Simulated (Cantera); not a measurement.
A perfectly stirred reactor is fed with 1.73 % CH₄, 96.2 % H₂, 2.12 % CO₂, at 10.00 Torr; it is held at 2750 K, and followed from long to short residence time.

Cantera simulation using GRI-Mech 3.0 (53 species, 325 reactions); the numbers are that mechanism's predictions, not measurements. Radical loss at walls, strong at low pressure, is not modelled.

x: mole fraction; the columns are a selection and need not sum to one.

| τ (s) | x CH₄ | x H₂ | x CO₂ | x C₂H₄ | x CO | x CH₂O | x C₂H |
|---|---|---|---|---|---|---|---|
| 0.59 | 3.04e-7 | 0.656 | 2.00e-5 | 1.40e-11 | 0.0314 | 1.80e-9 | 1.85e-8 |
| 0.31 | 2.15e-6 | 0.725 | 2.27e-5 | 4.41e-10 | 0.0326 | 6.99e-9 | 2.63e-7 |
| 0.16 | 1.85e-5 | 0.798 | 3.06e-5 | 1.49e-8 | 0.0337 | 2.76e-8 | 3.08e-6 |
| 0.084 | ? | 0.847 | ? | ? | 0.0333 | ? | ? |
| 0.043 | 0.000244 | 0.874 | 0.000103 | 6.24e-7 | 0.0315 | 1.72e-7 | 1.86e-5 |
| 0.023 | 0.000516 | 0.888 | 0.000198 | 1.70e-6 | 0.0290 | 3.27e-7 | 2.48e-5 |
| 0.012 | 0.000991 | 0.898 | 0.000402 | 3.97e-6 | 0.0260 | 5.70e-7 | 2.83e-5 |
| 0.0061 | 0.00182 | 0.905 | 0.000860 | 8.60e-6 | 0.0231 | 9.10e-7 | 2.77e-5 |
| 0.0032 | 0.00309 | 0.911 | 0.00178 | 1.66e-5 | 0.0206 | 1.29e-6 | 2.29e-5 |
| 0.0016 | ? | 0.917 | ? | ? | ? | ? | ? |

### Question
What belongs in the gaps?

### Answer

- 0.084, x CH₄: 8.42e-5
- 0.084, x CO₂: 5.27e-5
- 0.084, x C₂H₄: 1.43e-7
- 0.084, x CH₂O: 7.54e-8
- 0.084, x C₂H: 1.04e-5
- 0.0016, x CH₄: 0.00520
- 0.0016, x CO₂: 0.00380
- 0.0016, x C₂H₄: 3.02e-5
- 0.0016, x CO: 0.0177
- 0.0016, x CH₂O: 1.69e-6
- 0.0016, x C₂H: 1.50e-5
